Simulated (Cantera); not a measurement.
A perfectly stirred reactor is fed with H2 : O2 : N2 = 0.47 : 1 : 2.6 (molar parts), at 1.00 bar; it is held at 1225 K, and followed from long to short residence time.

Model: GRI-Mech 3.0 (53 species, 325 reactions), integrated in Cantera. The temperature is held fixed by assumption; the heat of reaction is taken as removed at once.

Task: What does this change do: N2 2.6 to 4.9 parts?

Result: 
```
quantity                  before     after
----------------------  --------  --------
x(H2) at τ = 2.20 s      3.97e-5   2.94e-5
x(O2) at τ = 2.20 s        0.199     0.125
x(H2O2) at τ = 2.20 s    1.87e-7   1.36e-7
x(H2O) at τ = 2.20 s       0.122    0.0766
x(O) at τ = 2.20 s       4.56e-6   5.11e-6
x(H2) at τ = 16.0 ms     0.00103  0.000733
x(O2) at τ = 16.0 ms       0.200     0.125
x(H2O2) at τ = 16.0 ms   2.21e-6   1.43e-6
x(H2O) at τ = 16.0 ms      0.121    0.0757
x(O) at τ = 16.0 ms     0.000147  0.000155
```

Task: What does this change do: temperature 1225 to 975 K?

Result: 
```csv
quantity,before,after
x(H2) at τ = 2.20 s,3.97e-5,0.00653
x(O2) at τ = 2.20 s,0.199,0.202
x(H2O2) at τ = 2.20 s,1.87e-7,0.000131
x(H2O) at τ = 2.20 s,0.122,0.115
x(O) at τ = 2.20 s,4.56e-6,4.01e-7
x(H2) at τ = 16.0 ms,0.00103,0.0756
x(O2) at τ = 16.0 ms,0.200,0.229
x(H2O2) at τ = 16.0 ms,2.21e-6,0.000664
x(H2O) at τ = 16.0 ms,0.121,0.0417
x(O) at τ = 16.0 ms,0.000147,3.01e-6
```
